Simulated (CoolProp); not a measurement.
Properties of R22 along the isobar 0.101 MPa.

The numbers come from the reference Helmholtz-energy equation of state, Kamei 1995 in CoolProp.

```tsv
T (°C)	phase	speed of sound (m/s)	viscosity (µPa s)	conductivity (mW/(m K))
1.75	gas	174.5	12.7	10.0
29.95	gas	183.0	14.0	11.8
58.05	gas	191.0	15.3	13.7
86.15	gas	198.6	16.6	15.8
114.35	gas	205.9	17.9	17.9
142.45	gas	212.9	19.1	20.2
170.55	gas	219.6	20.3	22.6
198.75	gas	226.1	21.5	25.0
226.85	gas	232.5	22.6	27.5
```

Viscosity comes from a separate model (Bell 2016), an estimate that may be off by 10 % or more. Thermal conductivity comes from a separate model (McLinden 2000), an estimate that may be off by 10 % or more.
